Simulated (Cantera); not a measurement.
An isothermal, constant-pressure homogeneous reactor starts with 37.9 % NH3, 62.1 % N2, at 1525 K and 750 Torr.

Detailed kinetics in Cantera: the gas-phase N/H chemistry of the illustrative SiF4/NH3 mechanism in the Surface Chemkin manual (1991). Walls and surfaces, which speed up NH3 decomposition in real reactors, are not modelled.

**Question.** Predict: x(NH3) at 20.0 s; x(N2) at 20.0 s; x(NH2) at 20.0 s; x(N2H2) at 20.0 s; x(NH) at 20.0 s; x(H2) at 20.0 s.

**Answer.** 
* **x(NH3) at 20.0 s**: 0.200 (gas-phase equilibrium 1.15e-5)
* **x(N2) at 20.0 s**: 0.605 (gas-phase equilibrium 0.587)
* **x(NH2) at 20.0 s**: 1.78e-5 (gas-phase equilibrium 9.61e-10)
* **x(N2H2) at 20.0 s**: 3.41e-8 (gas-phase equilibrium <1e-12)
* **x(NH) at 20.0 s**: 6.22e-8 (gas-phase equilibrium 3.22e-12)
* **x(H2) at 20.0 s**: 0.195 (gas-phase equilibrium 0.412)
